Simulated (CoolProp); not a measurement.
A single-stage vapour-compression cycle with R1224YDZ: evaporating at 255.15 K (dew point), condensing at 317.15 K (bubble point), superheat 10 K, subcooling 8 K, compressor efficiency 0.85, no pressure losses. Each further row changes one setting.

Values from CoolProp's reference Helmholtz-energy equation of state, Akasaka 2023.

```csv
case,cooling COP,pressure ratio,discharge temperature (K),refrigerating effect (kJ/kg),volumetric capacity (kJ/m³)
as stated,?,11.8,331.7,131,210
evaporating temperature 260.15 K,3.25,?,?,134,272
condensing temperature 312.15 K,3.20,10.1,?,137,219
subcooling 13 K,?,11.8,331.7,137,219
superheat 20 K,2.90,11.8,?,138,?
compressor efficiency 0.75,2.53,11.8,?,131,210
```

Q: What belongs in the gaps?

A: 
- as stated, cooling COP: 2.86
- evaporating temperature 260.15 K, pressure ratio: 9.18
- evaporating temperature 260.15 K, discharge temperature (K): 330.3
- condensing temperature 312.15 K, discharge temperature (K): 327.2
- subcooling 13 K, cooling COP: 2.99
- superheat 20 K, discharge temperature (K): 341.9
- superheat 20 K, volumetric capacity (kJ/m³): 213
- compressor efficiency 0.75, discharge temperature (K): 338.6
